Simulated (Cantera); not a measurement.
What does this Cantera script print?

```python
import numpy as np
import cantera as ct

gas_names = """
    C CH CH2 CH3 CH2OH CH3O CH4 CH3OH CO CO2 COOH C2 C2H CHCO,ketyl C2H2,acetylene C2H2,vinylidene
    CH2CO,ketene C2H3,vinyl CH3CO,acetyl C2H4 C2H4O,ethylen CH3CHO,ethanal CH3COOH (HCOOH)2 C2H5 C2H6
    CH3OCH3 C2H5OH C2O C3 C3H3,propargyl C3H4,allene C3H4,propyne C3H4,cyclo- C3H5,allyl C3H6,propylene
    C3H6,cyclo- C3H6O C3H7,n-propyl C3H7,i-propyl C3H8 C3H8O,1propanol C3H8O,2propanol C3O2 C4 C4H2
    C4H4,1,3-cyclo- C4H6,butadiene C4H6,2-butyne C4H6,cyclo- C4H8,1-butene C4H8,cis2-buten
    C4H8,tr2-butene C4H8,isobutene C4H8,cyclo- (CH3COOH)2 C4H9,n-butyl C4H9,i-butyl C4H9,s-butyl
    C4H9,t-butyl C4H10,isobutane C4H10,n-butane C5 C5H6,1,3cyclo- C5H8,cyclo- C5H10,1-pentene
    C5H10,cyclo- C5H11,pentyl C5H11,t-pentyl C5H12,n-pentane C5H12,i-pentane CH3C(CH3)2CH3 C6H2
    C6H5,phenyl C6H5O,phenoxy C6H6 C6H5OH,phenol C6H10,cyclo- C6H12,1-hexene C6H12,cyclo- C6H13,n-hexyl
    C7H7,benzyl C7H8 C7H8O,cresol C7H14,1-heptene C7H15,n-heptyl C7H16,n-heptane C8H8,styrene
    C8H10,ethylbenz C8H16,1-octene C8H17,n-octyl C8H18,isooctane C8H18,n-octane C9H19,n-nonyl
    C10H8,naphthale C10H21,n-decyl C12H9,o-bipheny C12H10,bipheny H HCO HO2 H2 HCHO,formaldehy HCOOH H2O
    H2O2 Mg MgH MgO MgOH MgO2H2 Mg2 O OH O2 O3
""".split()
cond_names = """
    C(gr) C6H6(L) C7H8(L) C8H18(L),n-octa H2O(s) H2O(L) Mg(cr) Mg(L) MgCO3(s) MgO(s) MgO(L) MgO2H2(s)
""".split()


def load(file, names, dense=False):
    # The tables refer to 1 bar. Condensed volumes are neglected.
    table = {s.name: s for s in ct.Species.list_from_file(file)}
    out = []
    for n in names:
        d = dict(table[n].input_data)
        d["thermo"] = dict(d["thermo"], **{"reference-pressure": 1e5})
        if dense:
            d["equation-of-state"] = {"model": "constant-volume", "density": "1e6 g/cm^3"}
        out.append(ct.Species.from_dict(d))
    return out


gas = ct.Solution(thermo="ideal-gas", species=load("nasa_gas.yaml", gas_names))
cond = {s.name: ct.Solution(thermo="fixed-stoichiometry", species=[s], name=s.name)
        for s in load("nasa_condensed.yaml", cond_names, dense=True)}
atoms = {
    'MgO': {'Mg': 1, 'O': 1},
    'CO': {'C': 1, 'O': 1},
    'H2': {'H': 2},
}
top_T = {'C(gr)': 4500}  # K; cautious upper limits of use, not melting points


def equilibrate(T, P, feed):
    n = {}
    for name, mol in feed.items():
        for a, k in atoms[name].items():
            n[a] = n.get(a, 0.0) + k * mol
    gas.TPX = T, P, n
    mass = sum(n.values()) * gas.mean_molecular_weight
    gas.equilibrate("TP")
    valid = [c for c in cond.values() if c.min_temp <= T <= top_T.get(c.name, c.max_temp)]
    mix = ct.Mixture([(gas, mass / gas.mean_molecular_weight)] + [(c, 0.0) for c in valid])
    mix.T, mix.P = T, P
    mix.equilibrate("TP", solver="vcs", rtol=1e-11, max_steps=5000)
    return mix


results = []
feed = {'MgO': 1, 'CO': 5, 'H2': 1.2}  # mol
P = 240  # Pa
for T in [925, 1075, 1225, 1375, 1525, 1675, 1825, 1975, 2125, 2275, 2425, 2575]:
    mix = equilibrate(T, P, feed)
    results.append((T, P, feed, dict(zip(mix.species_names, mix.species_moles))))
    x = sorted(zip(gas.X, gas.species_names), reverse=True)
    print(f"T = {T:g} K  P = {P:g} Pa  gas = {mix.phase_moles(0):.4g} mol")
    print("   x: " + "  ".join(f"{s} {v:.3e}" for v, s in x if v > 0.0001))
    print("   condensed (mol): " + ("  ".join(f"{mix.phase(i).name} {mix.phase_moles(i):.4g}"
          for i in range(1, mix.n_phases) if mix.phase_moles(i) > 1e-12) or "none"))
```

Result:

```
T = 925 K  P = 240 Pa  gas = 6.168 mol
   x: CO 8.008e-01  H2 1.940e-01  CO2 4.627e-03  H2O 5.542e-04
   condensed (mol): C(gr) 0.03183  MgO(s) 1
T = 1075 K  P = 240 Pa  gas = 6.198 mol
   x: CO 8.062e-01  H2 1.935e-01  CO2 2.120e-04
   condensed (mol): C(gr) 0.001582  MgO(s) 1
T = 1225 K  P = 240 Pa  gas = 6.2 mol
   x: CO 8.064e-01  H2 1.935e-01
   condensed (mol): C(gr) 0.0001568  MgO(s) 1
T = 1375 K  P = 240 Pa  gas = 6.201 mol
   x: CO 8.063e-01  H2 1.935e-01
   condensed (mol): MgO(s) 0.9995
T = 1525 K  P = 240 Pa  gas = 6.205 mol
   x: CO 8.055e-01  H2 1.931e-01  Mg 6.236e-04  CO2 3.791e-04  H2O 2.446e-04  H 2.122e-04
   condensed (mol): MgO(s) 0.9961
T = 1675 K  P = 240 Pa  gas = 6.223 mol
   x: CO 8.016e-01  H2 1.909e-01  Mg 3.212e-03  CO2 1.795e-03  H2O 1.417e-03  H 1.035e-03
   condensed (mol): MgO(s) 0.98
T = 1825 K  P = 240 Pa  gas = 6.291 mol
   x: CO 7.883e-01  H2 1.829e-01  Mg 1.247e-02  CO2 6.530e-03  H2O 5.937e-03  H 3.844e-03
   condensed (mol): MgO(s) 0.9215
T = 1975 K  P = 240 Pa  gas = 6.484 mol
   x: CO 7.517e-01  H2 1.608e-01  Mg 3.810e-02  CO2 1.937e-02  H2O 1.861e-02  H 1.120e-02  OH 1.235e-04
   condensed (mol): MgO(s) 0.7524
T = 2125 K  P = 240 Pa  gas = 6.939 mol
   x: CO 6.717e-01  H2 1.168e-01  Mg 9.285e-02  CO2 4.881e-02  H2O 4.268e-02  H 2.534e-02  OH 1.148e-03  MgOH 2.952e-04  O 1.765e-04
   condensed (mol): MgO(s) 0.3528
T = 2275 K  P = 240 Pa  gas = 7.42 mol
   x: CO 6.019e-01  Mg 1.338e-01  H2 8.084e-02  CO2 7.201e-02  H2O 5.344e-02  H 4.927e-02  OH 5.071e-03  O 2.120e-03  O2 5.869e-04  MgOH 5.126e-04  MgO 4.427e-04
   condensed (mol): none
T = 2425 K  P = 240 Pa  gas = 7.699 mol
   x: CO 5.878e-01  Mg 1.288e-01  H 9.235e-02  H2 6.390e-02  CO2 6.165e-02  H2O 4.010e-02  OH 1.099e-02  O 1.059e-02  O2 2.744e-03  MgO 7.303e-04  MgOH 3.432e-04
   condensed (mol): none
T = 2575 K  P = 240 Pa  gas = 8.193 mol
   x: CO 5.699e-01  H 1.488e-01  Mg 1.210e-01  H2 4.429e-02  CO2 4.034e-02  O 3.317e-02  H2O 2.008e-02  OH 1.520e-02  O2 6.133e-03  MgO 8.366e-04  MgOH 1.637e-04
   condensed (mol): none
```

Equilibrium computed with Cantera from the NASA thermochemical tables; the gas is ideal and each condensed phase is pure. The tables' values for MgH are old estimates; treat these amounts as uncertain.
